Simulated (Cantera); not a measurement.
A closed system holds: 1 mol Ti(OiPr)4, 5.3 mol H2, 0.19 mol H2O, at 2198 K and 0.133 bar.

Method: chemical equilibrium by Gibbs-energy minimisation in Cantera with the NASA 1993 tables (ideal gas, pure condensed phases). Candidate condensed phases: C, C6H6, C7H8, C8H18, H2O, Ti, TiC, TiO, TiO2, Ti2O3, Ti3O5, Ti4O7; 113 gas species. The feed counts by its element totals alone. TiC: taken at fixed stoichiometry. Equilibrium is a limit: real reactors are often held back by kinetics, nucleation or transport.

Base state: H2 0.808, CO 0.176, H 0.0137, C2H2 (acetylene) 0.00205, CH4 2.30e-5 (mole fractions); condensed: C(graphite) + TiC(s).

**Question.** What changes in the equilibrium state with this change: H2O from 0.19 to 13 mol?

**Answer.** 
| species | before | after |
|---|---|---|
| H2 | 0.808 | 0.651 |
| CO | 0.176 | 0.264 |
| H2O | 1.09e-6 | 0.0675 |
| H | 0.0137 | 0.0123 |
| TiO2 | <1e-9 | 1.85e-5 |
| C2H2 (acetylene) | 0.00205 | <1e-9 |
| CO2 | 4.48e-8 | 0.00519 |
| OH | 2.57e-9 | 0.000178 |
| CH4 | 2.30e-5 | <1e-9 |
| C(graphite), mol | 6.71 | 0 |
| TiC(s), mol | 1.000 | 0 |
| Ti4O7(l), mol | 0 | 0.250 |
Condensed phases not in the tables: Magnéli phases beyond Ti4O7.
